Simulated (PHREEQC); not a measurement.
Buffer

A solution holds 0.072 mol H3PO4 and 0.023 mol NaF per kg of water, at 40 °C. Closed to the air; pH follows from the charge balance.

The numbers come from PHREEQC with the ion-association model, phreeqc.dat.

The pH is 2.06 and the ionic strength is 0.0331 mol/kgw. The specific conductance is 6970 µS/cm. The total alkalinity is -72.0 meq/kg.

| species | molality | activity | log γ |
|---|---|---|---|
| H3PO4 | 0.0405 | 0.0408 | 0.003 |
| H2PO4- | 0.0315 | 0.0267 | -0.072 |
| Na+ | 0.0230 | 0.0194 | -0.074 |
| HF | 0.0212 | 0.0214 | 0.003 |
| H+ | 0.0101 | 0.00877 | -0.062 |
| F- | 0.00148 | 0.00123 | -0.079 |
| HF2- | 0.000132 | 0.000111 | -0.075 |
| NaF | 1.36e-5 | 1.38e-5 | 0.003 |
| HPO4-2 | 4.02e-7 | 2.05e-7 | -0.293 |
| NaHPO4- | 9.13e-9 | 7.74e-9 | -0.072 |

This is a speciation only: nothing precipitates in the calculation. At this temperature some constants are extrapolated from 25 °C, and those without enthalpy data are left unchanged.
